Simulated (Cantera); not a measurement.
## Gas activation for diamond growth

An isothermal, constant-pressure homogeneous reactor starts with CH4 : H2 : H = 0.024 : 1 : 0.005 (molar parts), at 2223 K and 38.3 Torr.

Computed with Cantera and GRI-Mech 3.0 (53 species, 325 reactions). GRI-Mech 3.0 stops at C3 and has no aromatics, soot or wall deposition, so with more carbon than oxygen in the feed, carbon stays in small species such as C2H2 where larger ones or solid carbon would form.

| t (s) | x CH4 | x H2 | x H | x C2H | x C2H2 |
|---|---|---|---|---|---|
| 2.00e-5 | 0.0218 | 0.973 | 0.00361 | 9.37e-11 | 6.94e-7 |
| 0.000132 | 0.0211 | 0.972 | 0.00478 | 9.68e-9 | 5.35e-5 |
| 0.000865 | 0.0161 | 0.968 | 0.0104 | 6.95e-7 | 0.00176 |
| 0.00569 | 0.00293 | 0.970 | 0.0172 | 6.11e-6 | 0.00938 |
| 0.0374 | 0.000184 | 0.965 | 0.0237 | 1.01e-5 | 0.0111 |
| 0.246 | 2.57e-5 | 0.961 | 0.0279 | 1.20e-5 | 0.0112 |
| 1.62 | 2.34e-5 | 0.961 | 0.0280 | 1.21e-5 | 0.0112 |
| 10.6 | 2.34e-5 | 0.961 | 0.0280 | 1.21e-5 | 0.0112 |
| 70.0 | 2.34e-5 | 0.961 | 0.0280 | 1.21e-5 | 0.0112 |
x: mole fraction; the columns are a selection and need not sum to one.

Equilibrium at this temperature and pressure: CH4 2.36e-5, H2 0.961, H 0.0280, C2H 1.21e-5, C2H2 0.0112 (gas phase only).
